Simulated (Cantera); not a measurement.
A freely propagating, adiabatic, planar premixed flame of H2 : O2 : N2 : H2O = 1 : 0.192 : 0.723 : 0.11 (molar parts), unburnt at 625 K and 210 Torr; mixture-averaged transport, grid criteria slope 0.08 and curve 0.16, no radiation.

Computed with Cantera and the H2/O2 subset of GRI-Mech 3.0, which has no nitrogen chemistry. Burning velocities carry a grid error of a few per cent, more on coarse grids.

Q: What does this change do: inlet temperature 625 to 375 K?

A: 
```tsv
quantity	before	after
laminar burning velocity	747 cm/s	304 cm/s
thermal thickness	2.42 mm	1.92 mm
peak x(H)	0.0955	0.0700
peak x(OH)	0.00243	0.00127
peak x(HO2)	8.87e-5	0.000191
```
